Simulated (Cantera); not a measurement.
Feed: 1 mol SiO₂, 11 mol H₂, 44 mol N₂, held at 0.180 bar.

These are equilibrium values from Cantera (NASA tables, ideal gas, pure condensed phases), not measurements of a reactor. Candidate condensed phases: H₂O, Si, SiO₂, Si₂N₂O, Si₃N₄; 35 gas species. N₂ is the only nitrogen source here; it is nearly inert below about 1500 K, so the nitride shown seldom forms there in practice. Mutual solubility and eutectic melting of coexisting phases are not modelled. The tables hold silica as quartz up to 1696 K and as liquid above; real silica turns to tridymite and cristobalite and melts near 1996 K. Kinetics and transport are ignored.

x: gas mole fraction; n: condensed amount in mol.

```csv
T (°C),x N₂,x H₂,x NH₃,x H₂O,n SiO₂(α-quartz),n Si₂N₂O(s),n SiO₂(β-quartz)
425,0.800,0.200,0.000138,1.61e-6,1.000,0,0
475,0.800,0.200,7.52e-5,2.71e-6,1.000,0,0
525,0.800,0.200,4.39e-5,4.24e-6,1.000,7.78e-5,0
575,0.800,0.200,2.72e-5,6.27e-6,0,0.000115,1.000
625,0.800,0.200,1.77e-5,8.79e-6,0,0.000161,1.000
675,0.800,0.200,1.20e-5,1.19e-5,0,0.000218,1.000
725,0.800,0.200,…,…,0,…,0.999
775,0.800,0.200,6.18e-6,1.98e-5,0,0.000362,0.999
825,0.800,0.200,…,…,0,…,0.999
875,0.800,0.200,3.55e-6,2.99e-5,0,0.000548,0.999
```

**Question.** What belongs in the gaps?

**Answer.** 
- 825, x NH₃: 4.63e-6
- 825, x H₂O: 2.45e-5
- 825, n Si₂N₂O(s): 0.000450
- 725, x NH₃: 8.49e-6
- 725, x H₂O: 1.55e-5
- 725, n Si₂N₂O(s): 0.000285
